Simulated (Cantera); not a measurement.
Cantera run:

```python
import numpy as np
import cantera as ct

gas_names = [...]  # 113 gases of nasa_gas.yaml made of C, H, O, Ta
cond_names = """
    C(gr) C6H6(L) C7H8(L) C8H18(L),n-octa H2O(s) H2O(L) Ta(cr) Ta(L) TaC(s) TaC(L) Ta2O5(s) Ta2O5(L)
""".split()


# ... load() reads the species with a 1 bar reference pressure and builds the phases ...
atoms = {
    'Ta(OEt)5': {'Ta': 1, 'C': 10, 'H': 25, 'O': 5},
    'O2': {'O': 2},
    'H2': {'H': 2},
}
top_T = {'C(gr)': 4500}  # K; cautious upper limits of use, not melting points


# ... equilibrate(T, P, feed) seeds the gas with the atoms and calls Mixture.equilibrate('TP', solver="vcs", rtol=1e-11, max_steps=5000) ...
results = []
feed = {'Ta(OEt)5': 1, 'O2': 2.2, 'H2': 61}  # mol
T = 998.15  # K
P = 180  # Pa
mix = equilibrate(T, P, feed)
results.append((T, P, feed, dict(zip(mix.species_names, mix.species_moles))))
x = sorted(zip(gas.X, gas.species_names), reverse=True)
print(f"T = {T:g} K  P = {P:g} Pa  gas = {mix.phase_moles(0):.4g} mol")
print("   x: " + "  ".join(f"{s} {v:.3e}" for v, s in x if v > 1e-05))
print("   condensed (mol): " + ("  ".join(f"{mix.phase(i).name} {mix.phase_moles(i):.4g}"
      for i in range(1, mix.n_phases) if mix.phase_moles(i) > 1e-12) or "none"))
```

Result:

```
T = 998.15 K  P = 180 Pa  gas = 82.6 mol
   x: H2 8.896e-01  CO 1.102e-01  H2O 1.206e-04  CH4 8.267e-05  CO2 2.162e-05
   condensed (mol): TaC(s) 0.8871  Ta2O5(s) 0.05644
```

These are equilibrium values from Cantera (NASA tables, ideal gas, pure condensed phases), not measurements of a reactor. The feed counts by its element totals alone. TaC: taken at fixed stoichiometry. Condensed phases not in the tables: Ta2C.
